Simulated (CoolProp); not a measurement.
Dimethyl carbonate along the isobar 4.85 bar: Z from the reference equation and from simpler models built on Tc = 557.0 K, pc = 49.09 bar, ω = 0.346; each cubic takes its own stable root.

The numbers come from the reference Helmholtz-energy equation of state, Zhou 2011 in CoolProp.

| T (K) | phase | reference | Pitzer virial | van der Waals | Redlich-Kwong | Peng-Robinson |
|---|---|---|---|---|---|---|
| 445 | gas | 0.9253 | 0.9226 | 0.9477 | 0.9332 | 0.9206 |
| 456.7 | gas | 0.9318 | 0.9294 | 0.9509 | 0.9381 | 0.9269 |
| 468.5 | gas | 0.9376 | 0.9356 | 0.9539 | 0.9426 | 0.9326 |
| 480.2 | gas | 0.9426 | 0.9410 | 0.9566 | 0.9466 | 0.9378 |
| 492 | gas | 0.9472 | 0.9459 | 0.9591 | 0.9503 | 0.9425 |
| 503.7 | gas | 0.9512 | 0.9502 | 0.9614 | 0.9536 | 0.9467 |
| 515.5 | gas | 0.9549 | 0.9542 | 0.9635 | 0.9567 | 0.9506 |
| 527.2 | gas | 0.9582 | 0.9578 | 0.9655 | 0.9595 | 0.9541 |
| 539 | gas | 0.9611 | 0.9610 | 0.9674 | 0.9621 | 0.9574 |
